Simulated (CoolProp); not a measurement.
Values from CoolProp's reference Helmholtz-energy equation of state, Gao 2022.

**Question.** Give the vapour pressure (kPa), vapour density (kg/m³), enthalpy of vaporisation (kJ/kg) of saturated n-perfluorobutane at 343.4, 351.8 K.

**Answer.** 
| T (K) | p (kPa) | vapour density (kg/m³) | enthalpy of vaporisation (kJ/kg) |
|---|---|---|---|
| 343.4 | 923 | 103 | 67.1 |
| 351.8 | 1120 | 129 | 61.8 |
